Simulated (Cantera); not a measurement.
Input (Python, Cantera) and output of one run.

```python
import numpy as np
import cantera as ct

gas_names = """
    O2 F2
""".split()
cond_names = """
    Ca(b) CaF2(a) CaO(s)
""".split()


# ... load() reads the species with a 1 bar reference pressure and builds the phases ...
species = {s.name: s for s in load("nasa_gas.yaml", gas_names) + load("nasa_condensed.yaml", cond_names)}
T = 975
g = {n: (s.thermo.h(T) - T * s.thermo.s(T)) / (ct.gas_constant * T * np.log(10)) for n, s in species.items()}
valid = cond_names  # the entries whose range holds T


def stable(la, lb):
    # potentials (over RT ln 10) of the two non-metals from log10 p(O2) and log10 p(F2) in bar
    mu = {}
    mu["O"] = (g["O2"] + la) / 2
    mu["F"] = (g["F2"] + lb) / 2
    cost = {}
    for n in valid:
        c = species[n].composition
        cost[n] = (g[n] - sum(c.get(e, 0) * m for e, m in mu.items())) / c["Ca"]
    return min(cost, key=cost.get)


results = []
for lb in [0, -2.4, -4.7, -7.1, -9.4, -11.8, -14.1, -16.5, -18.9, -21.2, -23.6, -25.9, -28.3, -30.6, -33]:
    row = [stable(la, lb) for la in [-21, -19.7, -18.4, -17.1, -15.8, -14.5, -13.2, -11.9, -10.6, -9.4, -8.1, -6.8, -5.5, -4.2, -2.9, -1.6, -0.3, 1]]
    results.append(row)
    print(f"{lb:6.1f}  " + " ".join(f"{valid.index(n):x}" for n in row))
print("key: " + ", ".join(f"{i:x} {n}" for i, n in enumerate(valid)))
```

Result:

```
   0.0  1 1 1 1 1 1 1 1 1 1 1 1 1 1 1 1 1 1
  -2.4  1 1 1 1 1 1 1 1 1 1 1 1 1 1 1 1 1 1
  -4.7  1 1 1 1 1 1 1 1 1 1 1 1 1 1 1 1 1 1
  -7.1  1 1 1 1 1 1 1 1 1 1 1 1 1 1 1 1 1 1
  -9.4  1 1 1 1 1 1 1 1 1 1 1 1 1 1 1 1 1 1
 -11.8  1 1 1 1 1 1 1 1 1 1 1 1 1 1 1 1 1 1
 -14.1  1 1 1 1 1 1 1 1 1 1 1 1 1 1 1 1 1 1
 -16.5  1 1 1 1 1 1 1 1 1 1 1 1 1 1 1 1 1 1
 -18.9  1 1 1 1 1 1 1 1 1 1 1 1 1 1 1 1 1 1
 -21.2  1 1 1 1 1 1 1 1 1 1 1 1 1 1 1 1 1 1
 -23.6  1 1 1 1 1 1 1 1 1 1 1 1 1 1 1 1 1 1
 -25.9  1 1 1 1 1 1 1 1 1 1 1 1 1 1 1 1 1 1
 -28.3  1 1 1 1 1 1 1 1 1 1 1 1 1 1 1 1 1 2
 -30.6  1 1 1 1 1 1 1 1 1 1 1 1 1 2 2 2 2 2
 -33.0  1 1 1 1 1 1 1 1 1 2 2 2 2 2 2 2 2 2
key: 0 Ca(b), 1 CaF2(a), 2 CaO(s)
```

Source: NASA polynomial tables (part measured, part estimated), evaluated in Cantera. Not in the tables: oxide halides.
